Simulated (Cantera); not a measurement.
**Equilibrium for halide evaporation, hydrolysis and transport: SrCl2 + N2**

Input: 1 mol SrCl2, 3.5 mol N2, at 383 Torr.

Method: chemical equilibrium by Gibbs-energy minimisation in Cantera with the NASA 1993 tables (ideal gas, pure condensed phases). Candidate condensed phases: Sr, SrCl2; 7 gas species. Kinetics and transport are ignored.

From 1073 K to 1123 K the condensed part is SrCl2(s). From 1148 K to 1348 K the condensed part is SrCl2(l). The main Sr-bearing gas is SrCl2 throughout.

```
T (K)  log p N2  log p SrCl2  log p Cl  log p SrCl  n SrCl2(s)  n SrCl2(l)
-----  --------  -----------  --------  ----------  ----------  ----------
1073      -0.29        -7.53      <-12        <-12        1.00           0
1098      -0.29        -7.17    -12.10      -12.10        1.00           0
1123      -0.29        -6.83    -11.68      -11.68       1.000           0
1148      -0.29        -6.51    -11.28      -11.28           0       1.000
1173      -0.29        -6.21    -10.90      -10.91           0       1.000
1198      -0.29        -5.93    -10.54      -10.55           0       1.000
1223      -0.29        -5.67    -10.20      -10.20           0       1.000
1248      -0.29        -5.41     -9.83       -9.91           0       1.000
1273      -0.29        -5.16     -9.57       -9.53           0       1.000
1298      -0.29        -4.93     -9.24       -9.26           0       1.000
1323      -0.29        -4.71     -8.96       -8.95           0       1.000
1348      -0.29        -4.49     -8.68       -8.68           0       1.000
```
log p: log10 of the partial pressure in bar; n: condensed amount in mol.
